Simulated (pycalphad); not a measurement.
Computed with pycalphad from the COST 507 light-alloy database (1999), at 1 atm. The data set is of 1999 and partly superseded. Phase fractions are per mole of atoms.

### Question
Give the equilibrium state of Al-6.45Si-1.14C (at.%) at 900 K.

### Answer
liquid, fraction 0.974, with 6.5 Si, <0.01 C at.%; AL8SIC7, fraction 0.026, with 6.2 Si, 43.8 C at.%.

### Question
Give the equilibrium state of Al-6.45Si-1.14C (at.%) at 1850 K.

### Answer
liquid, fraction 0.985, with 6.5 Si, 0.49 C at.%; AL4C3, fraction 0.015, with 0.36 Si, 42.9 C at.%.

Database names, with the compositions (at.%) that they take in these runs: AL4C3: Al 57 C 43; AL8SIC7: Al 50 C 44 Si 6.
